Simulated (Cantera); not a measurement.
Cantera run:

```python
import numpy as np
import cantera as ct

gas_names = [...]  # 140 gases of nasa_gas.yaml made of C, Fe, H, N, O
cond_names = """
    C(gr) C6H6(L) C7H8(L) C8H18(L),n-octa Fe(a) Fe(c) Fe(d) Fe(L) FeC5O5(L) FeO(s) FeO(L) Fe(OH)2(s)
    Fe(OH)3(s) Fe2O3(s) Fe3O4(s) H2O(s) H2O(L)
""".split()


# ... load() reads the species with a 1 bar reference pressure and builds the phases ...
atoms = {
    'Fe3O4': {'Fe': 3, 'O': 4},
    'CH4': {'C': 1, 'H': 4},
    'N2': {'N': 2},
}
top_T = {'C(gr)': 4500, 'Fe2O3(s)': 1830, 'Fe3O4(s)': 1870}  # K; cautious upper limits of use, not melting points


# ... equilibrate(T, P, feed) seeds the gas with the atoms and calls Mixture.equilibrate('TP', solver="vcs", rtol=1e-11, max_steps=5000) ...
results = []
T = 1125  # K
P = 1200  # Pa
for m in [0.36, 1.5, 2.6, 3.8, 4.9, 6.1, 7.2, 8.4, 9.5]:
    feed = {'Fe3O4': 1, 'CH4': 0.63, 'N2': m}  # mol
    mix = equilibrate(T, P, feed)
    results.append((T, P, feed, dict(zip(mix.species_names, mix.species_moles))))

top = {s: max(r[3][s] / sum(r[3][g] for g in gas_names) for r in results) for s in gas_names}
cols = sorted((s for s in top if top[s] > 0.0001), key=lambda s: -top[s])[:7]
seen = [c for c in cond_names if any(r[3].get(c, 0) > 1e-12 for r in results)]
print("log10 of partial pressures in bar; condensed amounts in mol")
print(f"{'n(N2)':>10s}" + "".join(f"{s[:9]:>10s}" for s in cols + seen))
for T, P, feed, n in results:
    ng = sum(n[g] for g in gas_names)
    print(f"{feed['N2']:10.4g}" + "".join(f"{np.log10(max(n[s] / ng * P / 1e5, 1e-99)):10.3f}" for s in cols)
          + "".join(f"{n.get(c, 0):10.4g}" for c in seen))
```

It prints:

```
log10 of partial pressures in bar; condensed amounts in mol
     n(N2)        N2        H2        CO       H2O       CO2    FeO(s)
      0.36    -2.717    -2.270    -2.563    -2.870    -3.204         3
       1.5    -2.275    -2.448    -2.741    -3.048    -3.382         3
       2.6    -2.158    -2.570    -2.863    -3.170    -3.505         3
       3.8    -2.096    -2.673    -2.966    -3.273    -3.607         3
       4.9    -2.062    -2.750    -3.043    -3.350    -3.684         3
       6.1    -2.038    -2.820    -3.113    -3.420    -3.755         3
       7.2    -2.022    -2.876    -3.169    -3.476    -3.811         3
       8.4    -2.009    -2.930    -3.223    -3.530    -3.865         3
       9.5    -2.000    -2.974    -3.267    -3.574    -3.909         3
```

These are equilibrium values from Cantera (NASA tables, ideal gas, pure condensed phases), not measurements of a reactor. The tables' stoichiometric FeO is somewhat more stable than real wüstite, so its field is too wide. FeO: taken at fixed stoichiometry.
